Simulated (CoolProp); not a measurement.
p-xylene at 459.12 K and 0.187 MPa is compressed adiabatically to 0.594 MPa with isentropic efficiency 0.9. Each further row changes one setting.

Values from CoolProp's reference Helmholtz-energy equation of state, Zhou 2012.

| case | work (kJ/kg) | final temperature (K) | final phase | final density (kg/m³) |
|---|---|---|---|---|
| as stated | 42.7 | 492.7 | (withheld) | 18.5 |
| efficiency 1 | 38.5 | 492.7 | two-phase, vapour fraction 0.969 | 18.8 |
| efficiency 0.65 | 59.2 | (withheld) | (withheld) | 17.9 |

**Question.** Complete the blanks.

**Answer.** 
- as stated, final phase: two-phase, vapour fraction 0.984
- efficiency 0.65, final temperature (K): 498.4
- efficiency 0.65, final phase: gas
